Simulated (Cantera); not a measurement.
Gas-phase reforming

An isothermal, constant-pressure homogeneous reactor starts with 3.52 % CH4, 91.5 % H2O, 4.93 % H2, at 1498 K and 1500000 Pa.

Detailed kinetics in Cantera: GRI-Mech 3.0 (53 species, 325 reactions). The pressure lies above the range GRI-Mech 3.0 was tuned for (to about 10 atm).

```csv
t (s),x CH4,x H2O,x H2,x C2H2,x OH,x CO2,x C2H4
4.00e-5,0.0352,0.915,0.0493,8.46e-11,2.76e-7,<1e-12,5.18e-8
9.19e-5,0.0352,0.915,0.0493,2.11e-9,3.44e-7,1.88e-12,3.86e-7
0.000211,0.0352,0.915,0.0493,3.15e-8,3.64e-7,7.15e-11,2.10e-6
0.000486,0.0351,0.915,0.0493,3.71e-7,3.86e-7,1.86e-9,9.56e-6
0.00112,0.0351,0.915,0.0494,3.51e-6,4.03e-7,3.44e-8,3.40e-5
0.00257,0.0349,0.915,0.0496,2.39e-5,4.06e-7,3.85e-7,8.65e-5
0.00590,0.0345,0.915,0.0502,0.000114,4.06e-7,2.83e-6,0.000162
0.0136,0.0337,0.914,0.0514,0.000389,4.06e-7,1.68e-5,0.000245
0.0312,0.0319,0.912,0.0542,0.000977,4.04e-7,9.05e-5,0.000370
0.0716,0.0287,0.908,0.0599,0.00192,4.01e-7,0.000445,0.000602
0.165,0.0242,0.899,0.0702,0.00277,3.93e-7,0.00183,0.000898
0.379,0.0202,0.884,0.0854,0.00241,3.70e-7,0.00533,0.000914
0.870,0.0170,0.864,0.104,0.00115,3.31e-7,0.0101,0.000525
2.00,0.0124,0.843,0.124,0.000370,2.96e-7,0.0145,0.000202
```
x: mole fraction; the columns are a selection and need not sum to one.

Equilibrium at this temperature and pressure: CH4 6.53e-8, H2O 0.801, H2 0.166, C2H2 <1e-12, OH 2.49e-7, CO2 0.0214, C2H4 <1e-12 (gas phase only).
